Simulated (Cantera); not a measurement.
Charge: 1 mol CsCl, 0.19 mol O₂, 0.56 mol N₂, equilibrated at 1000 K and 51.0 Pa.

Cantera equilibrium calculation (NASA polynomials, part measured and part estimated; ideal gas, pure solids and liquids). Candidate condensed phases: Cs, CsCl; 18 gas species. Kinetics and transport are ignored.

Base state: CsCl 0.461, N₂ 0.345, O₂ 0.117, Cs₂Cl₂ 0.0771, NO 1.54e-5 (mole fractions); condensed: gas only.

Problem. What changes in the equilibrium state with this change: 0.95 mol H₂ added?

Solution. 
```csv
species,before,after
CsCl,0.461,0.334
H₂,0,0.236
N₂,0.345,0.232
H₂O,0,0.157
O₂,0.117,<1e-9
Cs₂Cl₂,0.0771,0.0404
HCl,0,0.000106
CsOH,0,8.98e-5
NO,1.54e-5,<1e-9
Cs,2.13e-8,1.62e-5
```
Further candidate phases: CsOH, H₂O, NH₄Cl.

Problem. What changes in the equilibrium state with this change: N₂ from 0.56 to 120 mol?

Solution. 
| species | before | after |
|---|---|---|
| N₂ | 0.345 | 0.990 |
| CsCl | 0.461 | 0.00820 |
| O₂ | 0.117 | 0.00157 |
| Cs₂Cl₂ | 0.0771 | 2.44e-5 |
| NO | 1.54e-5 | 3.03e-6 |
